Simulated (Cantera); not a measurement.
Cantera run, input and output.

```python
import numpy as np
import cantera as ct

surf = ct.Interface("diamond.yaml", "diamond_100")
gas, bulk = surf.adjacent["gas"], surf.adjacent["diamond"]
k = surf.kinetics_species_index(bulk.species_names[0])
cover = ["c6HH", "c6H*", "c6*H", "c6**", "c6HM", "c6B"]

rows, drift = [], 0.0
print(f"{'T':>10s}{'um/h':>11s}" + "".join(f"{s:>11s}" for s in cover))
for v in [900, 950, 1000, 1050, 1100, 1150, 1200, 1250, 1300, 1350, 1400]:
    T, P, xH, xCH3 = v, 2000, 0.018, 3.2e-05
    gas.TPX = T, P, {"H": xH, "CH3": xCH3, "CH4": 0.022, "H2": 1 - xH - xCH3 - 0.022}
    surf.TP = bulk.TP = T, P
    surf.coverages = "c6H*:0.1, c6HH:0.9"
    surf.advance_coverages(100.0)
    before = surf.coverages
    surf.advance_coverages(100.0)
    drift = max(drift, np.max(np.abs(surf.coverages - before) / (surf.coverages + 1e-9)))
    rate = surf.net_production_rates[k] * bulk.mean_molecular_weight / bulk.density * 3.6e9
    rows.append([rate, *surf[cover].coverages])
    print(f"{v:10.4g}{rate:11.4e}" + "".join(f"{x:11.3e}" for x in rows[-1][1:]))
```

It prints:

```
         T       um/h       c6HH       c6H*       c6*H       c6**       c6HM        c6B
       900 2.0076e-01  6.907e-01  1.051e-02  2.925e-01  4.400e-03  1.501e-03  5.448e-10
       950 2.6440e-01  6.424e-01  1.418e-02  3.351e-01  6.723e-03  1.193e-03  7.175e-10
      1000 3.3155e-01  5.959e-01  1.837e-02  3.746e-01  9.795e-03  9.469e-04  8.997e-10
      1050 3.8896e-01  5.519e-01  2.300e-02  4.103e-01  1.370e-02  7.314e-04  1.055e-09
      1100 4.0906e-01  5.109e-01  2.796e-02  4.419e-01  1.848e-02  5.218e-04  1.110e-09
      1150 3.6542e-01  4.730e-01  3.317e-02  4.691e-01  2.417e-02  3.201e-04  9.916e-10
      1200 2.7830e-01  4.382e-01  3.853e-02  4.922e-01  3.076e-02  1.629e-04  7.552e-10
      1250 2.0296e-01  4.065e-01  4.394e-02  5.112e-01  3.821e-02  7.188e-05  5.507e-10
      1300 1.6466e-01  3.778e-01  4.934e-02  5.264e-01  4.646e-02  2.969e-05  4.468e-10
      1350 1.5484e-01  3.517e-01  5.465e-02  5.382e-01  5.540e-02  1.205e-05  4.202e-10
      1400 1.5370e-01  3.283e-01  5.983e-02  5.469e-01  6.495e-02  4.864e-06  4.171e-10
```

Cantera simulation using the Harris–Goodwin 1993 mechanism for the reconstructed diamond (100) surface; the numbers are that mechanism's predictions, not measurements.
